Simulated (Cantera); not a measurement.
A perfectly stirred reactor is fed with 2.57 % CH4, 1.75 % C2H6, 20.1 % O2, 75.6 % N2, equivalence ratio 0.56, at 24000 Pa; it is adiabatic with a 725 K inlet, and is followed from long to short residence time, starting on the burning branch (τ in s: 0.42, 0.17, 0.071, 0.029, 0.012, 0.005, 0.0021, 0.00085, 0.00035, 0.00014, 6e-05).

Cantera simulation using GRI-Mech 3.0 (53 species, 325 reactions); the numbers are that mechanism's predictions, not measurements.

Problem. Predict: blow-out, bracketed by the residence times tried; x(CH4) at τ = 0.420 s; x(C2H6) at τ = 0.420 s; x(O2) at τ = 0.420 s; x(H) at τ = 0.420 s; x(H2O) at τ = 0.420 s; x(CH4) at τ = 5.00 ms; x(C2H6) at τ = 5.00 ms; x(O2) at τ = 5.00 ms; x(H) at τ = 5.00 ms; x(H2O) at τ = 5.00 ms.

Solution. 
| Quantity | Result |
|---|---|
| blow-out, bracketed by the residence times tried | burning at 0.350 ms, out at 0.140 ms |
| x(CH4) at τ = 0.420 s | 1.51e-6 |
| x(C2H6) at τ = 0.420 s | 2.00e-7 |
| x(O2) at τ = 0.420 s | 0.0870 |
| x(H) at τ = 0.420 s | 0.000102 |
| x(H2O) at τ = 0.420 s | 0.101 |
| x(CH4) at τ = 5.00 ms | 3.25e-5 |
| x(C2H6) at τ = 5.00 ms | 5.50e-6 |
| x(O2) at τ = 5.00 ms | 0.0883 |
| x(H) at τ = 5.00 ms | 0.00288 |
| x(H2O) at τ = 5.00 ms | 0.0942 |
